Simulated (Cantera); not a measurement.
A Cantera script and its output.

```python
import numpy as np
import cantera as ct

gas = ct.Solution("gri30.yaml")
gas.TPX = 1575, 101325, {'C2H6': 1, 'N2': 5.6}
reactor = ct.IdealGasConstPressureReactor(gas, energy="off", clone=False)
net = ct.ReactorNet([reactor])
net.rtol, net.atol = 1e-08, 1e-18
show = ['C2H6', 'H2', 'CH2', 'CH3', 'C2H', 'H']
times = np.geomspace(0.0001, 30, 9)

steps = ct.SolutionArray(gas, extra=["t"])
rows = []
print(f"{'t/s':>10s}{'T/K':>9s}{'P/Pa':>11s}" + "".join(f"{s:>11s}" for s in show))
for t in times:
    while net.time < t:
        t_next = net.step()
        steps.append(gas.state, t=t_next)
    rows.append([np.interp(t, steps.t, y) for y in (steps.T, steps.P, *steps(*show).X.T)])
    print(f"{t:10.3e}{rows[-1][0]:9.1f}{rows[-1][1]:11.4g}" + "".join(f"{x:11.3e}" for x in rows[-1][2:]))
rate = np.gradient(steps.T, steps.t)
print("integrator steps:", len(steps.t))
if steps.T.max() > steps.T[0] + 200:
    print(f"time of steepest temperature rise: {steps.t[rate.argmax()]:.4e} s")
gas.TPX = 1575, 101325, {'C2H6': 1, 'N2': 5.6}
gas.equilibrate("TP")
print(f"equilibrium (TP): T = {gas.T:.1f} K  " + "  ".join(f"{s} {gas[s].X[0]:.3e}" for s in show))
```

It prints:

```
       t/s      T/K       P/Pa       C2H6         H2        CH2        CH3        C2H          H
 1.000e-04   1575.0  1.013e+05  4.304e-02  7.327e-02  2.005e-06  2.355e-03  4.875e-08  1.202e-04
 4.838e-04   1575.0  1.013e+05  1.184e-03  1.310e-01  1.224e-07  3.669e-04  5.822e-08  5.341e-05
 2.340e-03   1575.0  1.013e+05  4.005e-05  1.545e-01  6.799e-09  8.168e-05  2.011e-08  1.437e-05
 1.132e-02   1575.0  1.013e+05  2.169e-05  1.742e-01  5.038e-09  6.964e-05  2.252e-08  1.413e-05
 5.477e-02   1575.0  1.013e+05  1.760e-05  1.807e-01  4.644e-09  6.430e-05  2.341e-08  1.463e-05
 2.650e-01   1575.0  1.013e+05  1.040e-05  1.936e-01  3.641e-09  4.877e-05  2.500e-08  1.612e-05
 1.282e+00   1575.0  1.013e+05  4.179e-06  2.108e-01  2.190e-09  2.732e-05  2.789e-08  1.867e-05
 6.201e+00   1575.0  1.013e+05  3.514e-06  2.137e-01  1.924e-09  2.359e-05  2.853e-08  1.922e-05
 3.000e+01   1575.0  1.013e+05  3.514e-06  2.137e-01  1.924e-09  2.358e-05  2.853e-08  1.922e-05
integrator steps: 1444
equilibrium (TP): T = 1575.0 K  C2H6 2.045e-06  H2 2.185e-01  CH2 1.452e-09  CH3 1.799e-05  C2H 1.571e-08  H 1.943e-05
```

Model: GRI-Mech 3.0 (53 species, 325 reactions), integrated in Cantera. GRI-Mech 3.0 stops at C3 and has no aromatics, soot or wall deposition, so with more carbon than oxygen in the feed, carbon stays in small species such as C2H2 where larger ones or solid carbon would form.
